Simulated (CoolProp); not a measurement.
The fluid at 458.78 K and 14.3 MPa is throttled through a valve to 7.25 MPa with no heat exchange. The same conditions are run with several fluids, on thermodynamics alone (safety and materials aside).

Computed with CoolProp (reference Helmholtz-energy equation of state of each fluid (sulfur hexafluoride: Guder 2009; R1224YDZ: Akasaka 2023; trans-2-butene: Lemmon 2005; R404A: Lemmon 2003)). Blends and air are pseudo-pure fits.

| fluid | temperature change (K) | final density (kg/m³) |
|---|---|---|
| sulfur hexafluoride | -17.0 | (withheld) |
| R1224YDZ | (withheld) | (withheld) |
| trans-2-butene | (withheld) | 349 |
| R404A | (withheld) | (withheld) |

**Question.** What belongs in the gaps?

**Answer.** 
- sulfur hexafluoride, final density (kg/m³): 352
- R1224YDZ, temperature change (K): -6.3
- R1224YDZ, final density (kg/m³): 825
- trans-2-butene, temperature change (K): -9.1
- R404A, temperature change (K): -23.4
- R404A, final density (kg/m³): 280
